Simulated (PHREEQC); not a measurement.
**Ultrapure water in contact with air or piping**

A made-up water analysis in mg/L, 90 °C, pH 6.63, pe -0.6:

```csv
constituent,mg/L
Na,0.0431
K,0.0604
Ca,0.0711
Mg,0.0193
Cl,0.0902
S(6) as SO4,0.0756
Alkalinity as HCO3,0.258
F,0.000218
```

Valence states are taken as typed.

Computed with PHREEQC (ion-association model, phreeqc.dat).

```json
{
 "ionic_strength": "1.20e-5 mol/kgw",
 "charge_balance_error": "1.1 %"
}
```

```
species  molality  activity   log γ
-------  --------  --------  ------
HCO3-     2.77e-6   2.76e-6  -0.002
Cl-       2.54e-6   2.53e-6  -0.002
Na+       1.88e-6   1.87e-6  -0.002
Ca+2      1.77e-6   1.74e-6  -0.008
OH-       1.69e-6   1.68e-6  -0.002
CO2       1.55e-6   1.55e-6   0.000
K+        1.55e-6   1.54e-6  -0.002
```

This is a speciation only: nothing precipitates in the calculation. At this temperature some constants are extrapolated from 25 °C, and those without enthalpy data are left unchanged.
